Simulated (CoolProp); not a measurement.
Methane at 298.15 K and 0.735 MPa is throttled through a valve to 0.451 MPa with no heat exchange. Each further row changes one setting.

Values from CoolProp's reference Helmholtz-energy equation of state, Setzmann 1991.

| case | temperature change (K) | final density (kg/m³) |
|---|---|---|
| as stated | -1.2 | 2.95 |
| outlet pressure 0.135 MPa | -2.6 | 0.884 |
| outlet pressure 0.586 MPa | -0.6 | 3.84 |
